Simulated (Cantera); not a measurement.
Equilibrium for halide evaporation, hydrolysis and transport: BaF2 + N2

Input: 1 mol BaF2, a varied amount of N2, at 0.560 Pa.

Equilibrium computed with Cantera from the NASA thermochemical tables; the gas is ideal and each condensed phase is pure. Candidate condensed phases: Ba, BaF2; 10 gas species. Equilibrium is a limit: real reactors are often held back by kinetics, nucleation or transport.

Task: Map the stable condensed phases over T = 950, 1000, 1050, 1100, 1150, 1200, 1250, 1300, 1350, 1400, 1450, 1500, 1550 °C and n(N2) in mol = 20, 57, 94, 130, 170, 210, 240.

Result: 
```
T in °C \ n(N2) in mol
          20  57  94 130 170 210 240
   1550    A   A   A   A   A   A   A
   1500    A   A   A   A   A   A   A
   1450    A   A   A   A   A   A   A
   1400    A   A   A   A   A   A   A
   1350    A   A   A   A   A   A   A
   1300    A   A   A   A   A   A   A
   1250    A   A   A   A   A   A   A
   1200    A   A   A   A   A   A   A
   1150    A   A   A   A   A   A   A
   1100    A   A   A   A   A   A   A
   1050    A   A   A   A   A   A   A
   1000    B   A   A   A   A   A   A
    950    B   B   B   B   A   A   A
```
A: gas only; B: BaF2.
